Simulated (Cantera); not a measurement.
Input: 1 mol Al, 0.058 mol H2O, 0.23 mol O2, equilibrated at 870000 Pa.

Cantera equilibrium calculation (NASA polynomials, part measured and part estimated; ideal gas, pure solids and liquids). Candidate condensed phases: Al, Al2O3, H2O; 19 gas species. Mutual solubility and eutectic melting of coexisting phases are not modelled. Rates play no part.

x: gas mole fraction; n: condensed amount in mol.

```csv
T (°C),x H2,x H,x AlH,x Al,n Al(s),n Al2O3(s),n Al(l)
525,1.00,<1e-12,<1e-12,<1e-12,0.655,0.173,0
575,1.00,(withheld),(withheld),<1e-12,0.655,0.173,0
625,1.00,3.71e-11,1.34e-11,<1e-12,0.655,0.173,0
675,1.00,1.78e-10,7.82e-11,<1e-12,0,0.173,0.655
725,1.00,(withheld),(withheld),(withheld),0,0.173,0.655
775,1.00,2.62e-9,1.44e-9,3.27e-11,0,0.173,0.655
825,1.00,8.39e-9,5.05e-9,1.67e-10,0,0.173,0.655
875,1.00,2.43e-8,1.58e-8,7.42e-10,0,0.173,0.655
925,1.00,6.45e-8,4.50e-8,2.90e-9,0,0.173,0.655
975,1.00,1.58e-7,1.17e-7,1.01e-8,0,0.173,0.655
1025,1.000,3.63e-7,2.83e-7,3.21e-8,0,0.173,0.655
1075,1.000,7.84e-7,6.40e-7,9.31e-8,0,0.173,0.655
1125,1.000,1.60e-6,1.36e-6,2.50e-7,0,0.173,0.655
```

Question: What belongs in the gaps?

Answer: 
- 725, x H: 7.29e-10
- 725, x AlH: 3.62e-10
- 725, x Al: 5.40e-12
- 575, x H: 6.45e-12
- 575, x AlH: 1.82e-12
